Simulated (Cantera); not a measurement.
An isothermal plug-flow reactor at 950 K and 0.980 bar (inlet), inlet velocity 0.74 m/s, active area per volume 180 1/m; feed 3.15 % CO, 1.21 % O2, 95.6 % N2, equivalence ratio 1.3.

Detailed kinetics in Cantera: Deutschmann's 1995 Pt surface mechanism with GRI-Mech 3.0 gas chemistry. Catalytic surfaces can have several steady states; this one follows from the mechanism file's or the stated starting coverage. Mass transfer to the wall is taken as infinitely fast.

One state of this run: x CO = 0.0126; x O2 = 0.00261; x H2O = <1e-12; x CO2 = 0.0192; θ free Pt = 0.532; θ O* = 0.000757; θ CO* = 0.468. x: gas mole fraction; θ: surface coverage.

**Question.** Which value of z (m) does it belong to?
A) 0.0034
B) 0.0094
C) 0.0056
D) 0.00016

**Answer.** A, 0.0034
